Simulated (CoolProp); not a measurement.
Carbon dioxide at 440.35 K and 1.47 MPa is compressed adiabatically to 7.1 MPa with isentropic efficiency 0.7. Each further row changes one setting.

Computed with CoolProp (reference Helmholtz-energy equation of state, Span 1996).

| case | work (kJ/kg) | final temperature (K) | final density (kg/m³) |
|---|---|---|---|
| as stated | 215 | 652.5 | 57.9 |
| efficiency 1 | 150 | 596.0 | 64.1 |
| efficiency 0.65 | 231 | 666.9 | 56.6 |
